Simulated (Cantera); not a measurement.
An isothermal, constant-pressure homogeneous reactor starts with 1.88 % CO, 0.620 % O2, 3.57 % H2O, 93.9 % N2, equivalence ratio 1.5, at 1500 K and 668 Torr.

Cantera simulation using GRI-Mech 3.0 (53 species, 325 reactions); the numbers are that mechanism's predictions, not measurements.

x: mole fraction; the columns are a selection and need not sum to one.

```json
[
 {"t (s)": "2.00e-5", "x CO": "0.0188", "x O2": "0.00620", "x H2O": "0.0357", "x O": "___", "x NO": "<1e-12"},
 {"t (s)": "5.11e-5", "x CO": "0.0188", "x O2": "0.00620", "x H2O": "0.0357", "x O": "___", "x NO": "<1e-12"},
 {"t (s)": "0.000131", "x CO": "0.0188", "x O2": "0.00620", "x H2O": "0.0357", "x O": "___", "x NO": "<1e-12"},
 {"t (s)": "0.000334", "x CO": "0.0188", "x O2": "0.00620", "x H2O": "0.0357", "x O": "___", "x NO": "<1e-12"},
 {"t (s)": "0.000855", "x CO": "0.0163", "x O2": "0.00530", "x H2O": "0.0343", "x O": "0.000292", "x NO": "1.38e-8"},
 {"t (s)": "0.00219", "x CO": "0.00492", "x O2": "0.00128", "x H2O": "0.0309", "x O": "0.000302", "x NO": "1.90e-6"},
 {"t (s)": "0.00559", "x CO": "0.00380", "x O2": "0.000320", "x H2O": "0.0323", "x O": "___", "x NO": "2.86e-6"},
 {"t (s)": "0.0143", "x CO": "0.00354", "x O2": "5.10e-5", "x H2O": "0.0328", "x O": "___", "x NO": "3.04e-6"},
 {"t (s)": "0.0366", "x CO": "0.00351", "x O2": "6.07e-6", "x H2O": "0.0329", "x O": "___", "x NO": "3.07e-6"},
 {"t (s)": "0.0935", "x CO": "0.00351", "x O2": "7.25e-7", "x H2O": "0.0330", "x O": "___", "x NO": "3.07e-6"},
 {"t (s)": "0.239", "x CO": "0.00351", "x O2": "9.33e-8", "x H2O": "0.0330", "x O": "___", "x NO": "3.05e-6"},
 {"t (s)": "0.612", "x CO": "0.00351", "x O2": "1.30e-8", "x H2O": "0.0330", "x O": "___", "x NO": "3.01e-6"},
 {"t (s)": "1.56", "x CO": "0.00351", "x O2": "2.14e-9", "x H2O": "0.0330", "x O": "3.61e-10", "x NO": "2.96e-6"},
 {"t (s)": "4.00", "x CO": "0.00352", "x O2": "6.73e-10", "x H2O": "0.0330", "x O": "1.24e-10", "x NO": "2.88e-6"}
]
```

Task: Fill in the missing entries.

Result: 
- 2.00e-5, x O: 3.63e-9
- 5.11e-5, x O: 8.04e-9
- 0.000131, x O: 2.84e-8
- 0.000334, x O: 5.38e-7
- 0.00559, x O: 6.09e-5
- 0.0143, x O: 8.85e-6
- 0.0366, x O: 1.02e-6
- 0.0935, x O: 1.20e-7
- 0.239, x O: 1.53e-8
- 0.612, x O: 2.12e-9
